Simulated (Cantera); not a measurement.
**Equilibrium for fluorocarbon and chlorocarbon gases: CH₃F + HCl + H₂**

Feed: 1 mol CH₃F, 0.36 mol HCl, 0.47 mol H₂, held at 7.50 Torr.

Method: chemical equilibrium by Gibbs-energy minimisation in Cantera with the NASA 1993 tables (ideal gas, pure condensed phases). Candidate condensed phases: C, C₆H₆, C₇H₈, C₈H₁₈; 118 gas species. Kinetics and transport are ignored.

```
T (°C)  log p H  log p H₂  log p HF  log p HCl  log p Cl  log p C₃  log p F  log p C  n C(graphite)
------  -------  --------  --------  ---------  --------  --------  -------  -------  -------------
577      -11.83     -2.29     -2.45      -2.89    -12.44      <-14     <-14     <-14          0.995
777       -9.23     -2.28     -2.45      -2.90     -9.88      <-14     <-14     <-14          1.000
977       -7.46     -2.28     -2.45      -2.90     -8.14      <-14   -13.13     <-14          1.000
1177      -6.17     -2.28     -2.45      -2.90     -6.87      <-14   -11.06     <-14          1.000
1377      -5.18     -2.28     -2.45      -2.90     -5.90      <-14    -9.49     <-14          1.000
1577      -4.41     -2.29     -2.45      -2.90     -5.14    -12.30    -8.25   -12.03          0.999
1777      -3.79     -2.29     -2.46      -2.91     -4.54    -10.04    -7.25   -10.06          0.997
1977      -3.29     -2.32     -2.47      -2.94     -4.05     -8.19    -6.43    -8.44          0.991
2177      -2.88     -2.38     -2.49      -3.02     -3.67     -6.65    -5.73    -7.08          0.977
2377      -2.58     -2.49     -2.53      -3.17     -3.40     -5.35    -5.13    -5.93          0.948
2577      -2.37     -2.71     -2.58      -3.42     -3.24     -4.24    -4.57    -4.95          0.846
2777      -2.27     -3.07     -2.68      -3.82     -3.19     -3.28    -4.05    -4.09         0.0403
2977      -2.22     -3.45     -2.77      -4.24     -3.18     -3.33    -3.56    -3.64              0
```
log p: log10 of the partial pressure in bar; n: condensed amount in mol.

From 577 °C to 2777 °C the condensed part is C(graphite). At 2977 °C nothing is condensed. The main C-bearing gas is CH₄ at 577 °C and C₃ at 2977 °C.
